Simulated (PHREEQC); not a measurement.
0.14 g of hydrous ferric oxide (600 m²/g; 0.2 weak and 0.005 strong sites per Fe, Dzombak-Morel constants, diffuse double layer) in 1 kg of water with 0.1 mol/kgw of an inert sodium salt and 0.00037 mmol/kgw NaH2PO4, 0.0048 mmol/kgw ZnSO4 and 0.0012 mmol/kgw CuCl2, at 25 °C; the pH is set by adding NaOH or the inert anion's acid. Oxygen alone is held at its pressure in air (log pO2 = -0.68). The system is closed to CO2. No solid was allowed to form.

Computed with PHREEQC (ion-association model, wateq4f.dat).

```json
[
 {"pH": "3", "P sorbed (%)": "100.0", "S sorbed (%)": "97.4", "Zn sorbed (%)": "0.0", "Cu sorbed (%)": "0.0", "surface charge σ (C/m²)": "0.352", "surface potential ψ (mV)": "151"},
 {"pH": "3.5", "P sorbed (%)": "100.0", "S sorbed (%)": "97.2", "Zn sorbed (%)": "0.0", "Cu sorbed (%)": "0.1", "surface charge σ (C/m²)": "0.340", "surface potential ψ (mV)": "149"},
 {"pH": "4", "P sorbed (%)": "100.0", "S sorbed (%)": "96.4", "Zn sorbed (%)": "0.0", "Cu sorbed (%)": "1.3", "surface charge σ (C/m²)": "0.311", "surface potential ψ (mV)": "145"},
 {"pH": "4.5", "P sorbed (%)": "100.0", "S sorbed (%)": "94.1", "Zn sorbed (%)": "0.1", "Cu sorbed (%)": "10.0", "surface charge σ (C/m²)": "0.265", "surface potential ψ (mV)": "137"},
 {"pH": "5", "P sorbed (%)": "100.0", "S sorbed (%)": "87.4", "Zn sorbed (%)": "0.9", "Cu sorbed (%)": "46.1", "surface charge σ (C/m²)": "0.209", "surface potential ψ (mV)": "125"},
 {"pH": "5.5", "P sorbed (%)": "100.0", "S sorbed (%)": "70.3", "Zn sorbed (%)": "6.1", "Cu sorbed (%)": "85.8", "surface charge σ (C/m²)": "0.155", "surface potential ψ (mV)": "110"},
 {"pH": "6", "P sorbed (%)": "100.0", "S sorbed (%)": "40.3", "Zn sorbed (%)": "28.6", "Cu sorbed (%)": "97.4", "surface charge σ (C/m²)": "0.110", "surface potential ψ (mV)": "93"},
 {"pH": "6.5", "P sorbed (%)": "100.0", "S sorbed (%)": "14.0", "Zn sorbed (%)": "67.8", "Cu sorbed (%)": "99.5", "surface charge σ (C/m²)": "0.074", "surface potential ψ (mV)": "74"},
 {"pH": "7", "P sorbed (%)": "99.9", "S sorbed (%)": "3.2", "Zn sorbed (%)": "92.5", "Cu sorbed (%)": "99.9", "surface charge σ (C/m²)": "0.046", "surface potential ψ (mV)": "53"},
 {"pH": "7.5", "P sorbed (%)": "99.6", "S sorbed (%)": "0.6", "Zn sorbed (%)": "98.9", "Cu sorbed (%)": "99.9", "surface charge σ (C/m²)": "0.024", "surface potential ψ (mV)": "31"},
 {"pH": "8", "P sorbed (%)": "97.7", "S sorbed (%)": "0.1", "Zn sorbed (%)": "99.8", "Cu sorbed (%)": "99.9", "surface charge σ (C/m²)": "0.005", "surface potential ψ (mV)": "7"},
 {"pH": "8.5", "P sorbed (%)": "86.7", "S sorbed (%)": "0.0", "Zn sorbed (%)": "100.0", "Cu sorbed (%)": "99.9", "surface charge σ (C/m²)": "-0.013", "surface potential ψ (mV)": "-17"},
 {"pH": "9", "P sorbed (%)": "49.8", "S sorbed (%)": "0.0", "Zn sorbed (%)": "100.0", "Cu sorbed (%)": "99.8", "surface charge σ (C/m²)": "-0.033", "surface potential ψ (mV)": "-41"},
 {"pH": "9.5", "P sorbed (%)": "13.9", "S sorbed (%)": "0.0", "Zn sorbed (%)": "100.0", "Cu sorbed (%)": "99.8", "surface charge σ (C/m²)": "-0.058", "surface potential ψ (mV)": "-63"},
 {"pH": "10", "P sorbed (%)": "2.8", "S sorbed (%)": "0.0", "Zn sorbed (%)": "100.0", "Cu sorbed (%)": "99.7", "surface charge σ (C/m²)": "-0.091", "surface potential ψ (mV)": "-84"},
 {"pH": "10.5", "P sorbed (%)": "0.5", "S sorbed (%)": "0.0", "Zn sorbed (%)": "100.0", "Cu sorbed (%)": "99.4", "surface charge σ (C/m²)": "-0.133", "surface potential ψ (mV)": "-102"},
 {"pH": "11", "P sorbed (%)": "0.1", "S sorbed (%)": "0.0", "Zn sorbed (%)": "99.9", "Cu sorbed (%)": "98.7", "surface charge σ (C/m²)": "-0.185", "surface potential ψ (mV)": "-118"}
]
```

Species that the database lacks are ignored. H3PO4, which wateq4f.dat lacks, is added to it with the constant of phreeqc.dat. The database has no phosphate complexes of Cu, Zn. The database's constant for dissolved Cu(OH)2 is higher than later reviews accept. The oxide is taken as insoluble; below pH 4 it would dissolve.
